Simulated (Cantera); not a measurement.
Charge: 1 mol V, 1.3 mol NH3, 50 mol N2, held at 1125 °C and 75.0 Torr.

Equilibrium computed with Cantera from the NASA thermochemical tables; the gas is ideal and each condensed phase is pure. Candidate condensed phases: V, VN; 11 gas species. VN: taken at fixed stoichiometry. Condensed phases not in the tables: V2N. The numbers say what is thermodynamically allowed, not how fast it happens.

Base state: N2 0.963, H2 0.0374 (mole fractions); condensed: VN(s).

Problem. What changes in the equilibrium state with this change: temperature from 1125 °C to 2475 °C?

Solution. 
```csv
species,before,after
N2,0.963,0.930
H,2.90e-6,0.0307
H2,0.0374,0.0205
V,<1e-9,0.0184
"VN(s), mol",1.00,0
```
